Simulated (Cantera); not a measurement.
A closed system holds: 1 mol SiC, 0.0085 mol H2O, 5.5 mol N2, at 1273 K and 1.05 Torr.

Cantera equilibrium calculation (NASA polynomials, part measured and part estimated; ideal gas, pure solids and liquids). Candidate condensed phases: C, C6H6, C7H8, C8H18, H2O, Si, SiC, SiO2, Si2N2O, Si3N4; 151 gas species. N2 is the only nitrogen source here; it is nearly inert below about 1500 K, so the nitride shown seldom forms there in practice. Mutual solubility and eutectic melting of coexisting phases are not modelled. Equilibrium is a limit: real reactors are often held back by kinetics, nucleation or transport.

Base state: N2 0.998, H2 0.00154, CO 9.53e-5 (mole fractions); condensed: C(graphite) + SiC(s) + Si2N2O(s).

What changes in the equilibrium state with this change: pressure from 1.05 Torr to 10.0 Torr?


```json
[
 {"species": "N2", "before": "0.998", "after": "0.998"},
 {"species": "H2", "before": "0.00154", "after": "0.00175"},
 {"species": "CO", "before": "9.53e-5", "after": "1.46e-5"},
 {"species": "C(graphite), mol", "before": "0.0154", "after": "1.000"},
 {"species": "SiC(s), mol", "before": "0.984", "after": "0"},
 {"species": "Si2N2O(s), mol", "before": "0.00798", "after": "0.00843"},
 {"species": "Si3N4(s), mol", "before": "0", "after": "0.328"}
]
```

What changes in the equilibrium state with this change: SiC replaced by Si?


```tsv
species	before	after
N2	0.998	0.998
H2	0.00154	0.00175
CO	9.53e-5	0
C(graphite), mol	0.0154	0
SiC(s), mol	0.984	0
Si2N2O(s), mol	0.00798	0.00850
Si3N4(s), mol	0	0.328
```

What changes in the equilibrium state with this change: pressure from 1.05 Torr to 0.503 Torr?


| species | before | after |
|---|---|---|
| N2 | 0.998 | 0.998 |
| H2 | 0.00154 | 0.00154 |
| CO | 9.53e-5 | 0.000416 |
| C(graphite), mol | 0.0154 | 0.0101 |
| SiC(s), mol | 0.984 | 0.988 |
| Si2N2O(s), mol | 0.00798 | 0.00621 |
